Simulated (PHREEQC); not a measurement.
Consider water at 25 °C with 0.38 mol/kgw ZnCl2, 0.0021 mol/kgw NaCl and 0.024 mol/kgw H2SO4. Closed to the air; pH follows from the charge balance.

Model: ion-association model, phreeqc.dat, run in PHREEQC.

Precipitation was switched off in this run.

Problem. What pH, density, activity of water does the model give?

Solution. pH 1.49; density 1.044 g/cm³; activity of water 0.982.

Problem. In which forms is Cl present?

Solution. Cl- 78 %, ZnCl+ 9.7 %, ZnCl3- 4.6 %, ZnCl4-2 3.9 %, ZnCl2 3.6 % of the Cl.

Caution: at this ionic strength the ion-association model is outside its range; a Pitzer model would be the better tool where its parameters exist. Species that the database lacks are ignored.
